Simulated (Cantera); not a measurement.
Input: 1 mol (CH3)2SiCl2, 0.0039 mol C3H8, 960 mol H2, held at 1273.15 K and 0.480 bar.

Method: chemical equilibrium by Gibbs-energy minimisation in Cantera with the NASA 1993 tables (ideal gas, pure condensed phases). Candidate condensed phases: C, C6H6, C7H8, C8H18, Si, SiC; 109 gas species. The feed counts by its element totals alone. The numbers say what is thermodynamically allowed, not how fast it happens.

Base state: H2 0.997, HCl 0.00208, CH4 0.00105 (mole fractions); condensed: SiC(s).

Q: What changes in the equilibrium state with this change: (CH3)2SiCl2 replaced by Si(CH3)4?

A: 
```
species       before    after
-----------  -------  -------
H2             0.997    0.997
CH4          0.00105  0.00313
HCl          0.00208        0
SiC(s), mol    1.000    1.000
```
